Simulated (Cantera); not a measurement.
Feed: 1 mol Fe(CO)₅, 2.8 mol H₂, 15 mol N₂, held at 1348 K and 1.60 mbar.

Cantera equilibrium calculation (NASA polynomials, part measured and part estimated; ideal gas, pure solids and liquids). Candidate condensed phases: C, C₆H₆, C₇H₈, C₈H₁₈, Fe, Fe(CO)₅, FeO, Fe(OH)₂, Fe(OH)₃, Fe₂O₃, Fe₃O₄, H₂O; 140 gas species. The numbers say what is thermodynamically allowed, not how fast it happens.

**Question.** What is the equilibrium state?

**Answer.** 
```json
{
 "x(N₂)": "0.658",
 "x(CO)": "0.219",
 "x(H₂)": "0.123",
 "x(H)": "2.03e-5",
 "x(HCN)": "6.58e-6",
 "x(H₂O)": "3.48e-6",
 "x(CO₂)": "3.17e-6",
 "x(Fe)": "2.55e-6",
 "n(Fe(γ))": "1.000 mol",
 "gas_amount": "22.80 mol",
 "log10 activity of C(graphite) (absent)": "-1.14",
 "log10 activity of Fe(OH)₂(s) (absent)": "-17.76",
 "log10 activity of Fe(OH)₃(s) (absent)": "-29.01"
}
```
